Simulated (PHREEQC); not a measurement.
0.094 g of hydrous ferric oxide (600 m²/g; 0.2 weak and 0.005 strong sites per Fe, Dzombak-Morel constants, diffuse double layer) in 1 kg of water with 0.005 mol/kgw of an inert sodium salt and 4.3e-07 mol Na2HAsO4, 1.9e-05 mol ZnSO4 and 2.7e-07 mol CaCl2, at 25 °C; the pH is set by adding NaOH or the inert anion's acid. Oxygen alone is held at its pressure in air (log pO2 = -0.68). CO2 from the air is kept out. Nothing may precipitate in this run.

Base run: PHREEQC, ion-association model, wateq4f.dat. Each further column changes one thing. The table gives S sorbed (%).

```json
[
 {"pH": "3", "base": "100.0", "no electrostatic term (-no_edl)": "0.0", "background salt from 0.005 to 0.0005 mol/kgw": "100.0", "oxide from 0.094 to 0.47 g/kgw": "100.0", "0.00023 mol/kgw PbCl2 added": "100.0"},
 {"pH": "4", "base": "99.9", "no electrostatic term (-no_edl)": "0.0", "background salt from 0.005 to 0.0005 mol/kgw": "100.0", "oxide from 0.094 to 0.47 g/kgw": "100.0", "0.00023 mol/kgw PbCl2 added": "99.9"},
 {"pH": "4.5", "base": "99.6", "no electrostatic term (-no_edl)": "0.0", "background salt from 0.005 to 0.0005 mol/kgw": "99.9", "oxide from 0.094 to 0.47 g/kgw": "100.0", "0.00023 mol/kgw PbCl2 added": "99.6"},
 {"pH": "5", "base": "98.2", "no electrostatic term (-no_edl)": "0.0", "background salt from 0.005 to 0.0005 mol/kgw": "?", "oxide from 0.094 to 0.47 g/kgw": "99.9", "0.00023 mol/kgw PbCl2 added": "98.3"},
 {"pH": "6", "base": "69.5", "no electrostatic term (-no_edl)": "0.0", "background salt from 0.005 to 0.0005 mol/kgw": "?", "oxide from 0.094 to 0.47 g/kgw": "95.8", "0.00023 mol/kgw PbCl2 added": "?"},
 {"pH": "7", "base": "10.6", "no electrostatic term (-no_edl)": "0.1", "background salt from 0.005 to 0.0005 mol/kgw": "14.6", "oxide from 0.094 to 0.47 g/kgw": "33.4", "0.00023 mol/kgw PbCl2 added": "81.9"},
 {"pH": "7.5", "base": "1.9", "no electrostatic term (-no_edl)": "0.1", "background salt from 0.005 to 0.0005 mol/kgw": "2.6", "oxide from 0.094 to 0.47 g/kgw": "?", "0.00023 mol/kgw PbCl2 added": "62.3"},
 {"pH": "8", "base": "0.2", "no electrostatic term (-no_edl)": "0.1", "background salt from 0.005 to 0.0005 mol/kgw": "0.3", "oxide from 0.094 to 0.47 g/kgw": "0.7", "0.00023 mol/kgw PbCl2 added": "33.5"},
 {"pH": "9", "base": "0.0", "no electrostatic term (-no_edl)": "0.0", "background salt from 0.005 to 0.0005 mol/kgw": "0.0", "oxide from 0.094 to 0.47 g/kgw": "0.0", "0.00023 mol/kgw PbCl2 added": "2.0"}
]
```

Task: Some entries are withheld; supply them.

Result: 
- 5, background salt from 0.005 to 0.0005 mol/kgw: 99.4
- 6, background salt from 0.005 to 0.0005 mol/kgw: 79.1
- 6, 0.00023 mol/kgw PbCl2 added: 94.2
- 7.5, oxide from 0.094 to 0.47 g/kgw: 6.0

The database has no arsenate complexes of Zn, Ca. The oxide is taken as insoluble; below pH 4 it would dissolve. In at least one series the solution becomes supersaturated in solids that the run did not let form, among them Zn(OH)2-e, Pb(OH)2, Larnakite. The database has no arsenate complexes of Pb, Zn, Ca.
